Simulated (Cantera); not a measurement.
Gas mixture: C₂H₂ = 0.68 (molar parts), at 10.0 bar, frozen composition.

Cantera's kinetic-theory transport with the Lennard-Jones parameters of GRI-Mech 3.0, ideal gas; thermal conductivity in the mixture-averaged form. The composition is frozen, though it would react at the higher temperatures.

D: mixture-averaged diffusion coefficient of that species in the mixture.

| T (K) | ρ (kg/m³) | cp (J/kg/K) | μ (µPa s) | λ (mW/m/K) | Pr | D (cm²/s) NO | D (cm²/s) CH₃ | D (cm²/s) N₂ |
|---|---|---|---|---|---|---|---|---|
| 400 | 7.83 | 1931 | 13.6 | 35.7 | 0.734 | 0.0280 | 0.0305 | 0.0284 |
| 600 | 5.22 | [?] | [?] | [?] | 0.737 | [?] | [?] | [?] |
| 800 | 3.91 | 2436 | [?] | [?] | 0.734 | [?] | [?] | [?] |
| 1000 | 3.13 | 2608 | 27.4 | 97.4 | 0.734 | 0.136 | 0.151 | 0.138 |
| 1200 | 2.61 | 2752 | 31.1 | 116 | 0.734 | 0.184 | 0.205 | 0.187 |
| 1400 | 2.24 | 2870 | 34.5 | 135 | 0.734 | 0.238 | 0.266 | 0.242 |

Fill in the missing entries.


- 600, cp (J/kg/K): 2232
- 600, μ (µPa s): 18.9
- 600, λ (mW/m/K): 57.2
- 600, D (cm²/s) NO: 0.0569
- 600, D (cm²/s) CH₃: 0.0627
- 600, D (cm²/s) N₂: 0.0578
- 800, μ (µPa s): 23.4
- 800, λ (mW/m/K): 77.7
- 800, D (cm²/s) NO: 0.0930
- 800, D (cm²/s) CH₃: 0.103
- 800, D (cm²/s) N₂: 0.0945
